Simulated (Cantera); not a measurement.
What does this Cantera script print?

```python
import numpy as np
import cantera as ct

gas = ct.Solution("h2o2.yaml")
gas.TPX = 550, 500000, {'H2': 1, 'O2': 0.227, 'N2': 0.932}
flame = ct.FreeFlame(gas, width=0.013)
flame.set_refine_criteria(ratio=3, slope=0.08, curve=0.16)
flame.transport_model = "mixture-averaged"
flame.solve(loglevel=0, auto=True)
z, T = flame.grid, flame.T
thick = (T[-1] - T[0]) / np.gradient(T, z).max()
show = ['H2', 'O2', 'OH', 'H', 'O', 'H2O']
print(f"laminar burning velocity  {flame.velocity[0] * 100:.3f} cm/s")
print(f"burnt temperature         {T[-1]:.1f} K")
print(f"thermal thickness         {thick * 1e3:.4f} mm")
print(f"grid points               {len(z)}")
z0 = z[flame.heat_release_rate.argmax()]
print(f"{'z/mm':>9s}{'T/K':>9s}{'u/(m/s)':>9s}" + "".join(f"{s:>11s}" for s in show))
rows = []
for k in (-3, -2, -1.5, -1, -0.5, -0.25, 0, 0.25, 0.5, 1, 2, 4, 8):
    zz = z0 + k * thick
    rows.append([k * thick, np.interp(zz, z, T), np.interp(zz, z, flame.velocity),
                 *(np.interp(zz, z, flame.X[gas.species_index(s)]) for s in show)])
    print(f"{rows[-1][0] * 1e3:9.3f}{rows[-1][1]:9.1f}{rows[-1][2]:9.3f}" + "".join(f"{x:11.3e}" for x in rows[-1][3:]))
```

Result:

```
laminar burning velocity  695.148 cm/s
burnt temperature         2142.9 K
thermal thickness         0.0568 mm
grid points               113
     z/mm      T/K  u/(m/s)         H2         O2         OH          H          O        H2O
   -0.170    550.0    6.951  4.632e-01  1.051e-01  1.470e-14  1.456e-14  5.850e-13  3.683e-10
   -0.114    550.0    6.951  4.632e-01  1.051e-01  1.013e-12  1.034e-12  4.030e-11  1.449e-08
   -0.085    550.1    6.952  4.631e-01  1.052e-01  3.141e-11  3.656e-11  1.240e-09  3.258e-07
   -0.057    551.1    6.959  4.626e-01  1.053e-01  1.337e-09  6.363e-09  3.452e-08  7.295e-06
   -0.028    617.1    7.665  4.511e-01  1.057e-01  7.816e-05  1.322e-04  1.390e-05  2.717e-03
   -0.014    907.0   10.929  4.149e-01  9.693e-02  7.568e-04  4.243e-03  2.394e-04  2.978e-02
    0.000   1291.4   15.193  3.528e-01  6.878e-02  1.486e-03  2.030e-02  1.259e-03  9.274e-02
    0.014   1563.4   18.239  2.947e-01  3.249e-02  2.491e-03  3.868e-02  1.718e-03  1.632e-01
    0.028   1706.2   19.834  2.657e-01  1.173e-02  2.806e-03  4.651e-02  1.113e-03  2.032e-01
    0.057   1826.2   21.119  2.557e-01  1.497e-03  2.790e-03  4.378e-02  4.504e-04  2.241e-01
    0.114   1921.5   22.083  2.607e-01  1.482e-04  2.481e-03  3.310e-02  2.386e-04  2.286e-01
    0.227   2003.5   22.889  2.675e-01  4.568e-05  1.908e-03  2.207e-02  1.153e-04  2.308e-01
    0.454   2063.0   23.461  2.726e-01  1.856e-05  1.298e-03  1.365e-02  4.694e-05  2.326e-01
```

Cantera simulation using the H2/O2 subset of GRI-Mech 3.0, which has no nitrogen chemistry; the numbers are that mechanism's predictions, not measurements. The hydrogen kinetics of GRI-Mech 3.0 are dated; newer H2 mechanisms differ, most at raised pressure. Burning velocities carry a grid error of a few per cent, more on coarse grids.
